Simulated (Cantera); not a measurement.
Standard-state values (1 bar) from the NASA 1993 polynomials, evaluated with Cantera. Values are per mole of reaction as written; species without (g) are pure solids or liquids, kept so even where they would boil at 1 bar.

2 CaO + C ⇌ 2 Ca(g) + CO2(g)

```
T (K)  ΔH° (kJ)  ΔS° (J/K)  ΔG° (kJ)  log10 K
-----  --------  ---------  --------  -------
1773     1184.9      389.1     495.0   -14.58
1823          ?          ?         ?        ?
1873     1181.0      387.0     456.2   -12.72
1923          ?          ?         ?        ?
1973     1177.0      384.9     417.6   -11.05
2023     1175.0      383.9     398.3   -10.29
2073          ?          ?         ?        ?
2123     1171.0      382.0     360.0    -8.86
2173     1169.0      381.0     341.0    -8.20
2223     1166.9      380.1     321.9    -7.56
```

### Question
Complete the blanks.

### Answer

- 1823, ΔH° (kJ): 1182.9
- 1823, ΔS° (J/K): 388.0
- 1823, ΔG° (kJ): 475.5
- 1823, log10 K: -13.63
- 1923, ΔH° (kJ): 1179.0
- 1923, ΔS° (J/K): 385.9
- 1923, ΔG° (kJ): 436.8
- 1923, log10 K: -11.87
- 2073, ΔH° (kJ): 1173.0
- 2073, ΔS° (J/K): 382.9
- 2073, ΔG° (kJ): 379.2
- 2073, log10 K: -9.55
